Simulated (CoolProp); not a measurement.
Vapour-liquid equilibrium of R125 (1) + dimethyl ether (2) at 310.3 K; x and y are mole fractions of (1).

The numbers come from the multi-fluid Helmholtz-energy mixture model, Lemmon 2005 and Wu 2011; pair parameters Bell 2016 in CoolProp.

```tsv
x	bubble pressure (bar)	y at the bubble point	dew pressure at overall composition x (bar)	liquid density (mol/L)
0.05	8.447	0.068	8.395	13.71
0.125	8.763	0.169	8.619	13.39
0.2	9.129	0.269	8.871	13.08
0.275	9.557	0.367	9.154	12.77
0.35	10.06	0.462	9.479	12.46
0.425	10.65	0.552	9.854	12.15
0.5	11.34	0.637	10.29	11.83
0.575	12.14	0.715	10.82	11.50
0.65	13.06	0.785	11.46	11.16
0.725	14.09	0.846	12.26	10.81
0.8	15.23	0.898	13.29	10.44
0.875	16.48	0.942	14.69	10.03
0.95	17.81	0.979	16.74	9.582
```

No azeotrope shows between x = 0.05 and 0.95.

Pair parameters are fitted to limited data, so mixtures are less certain than the pure fluids.
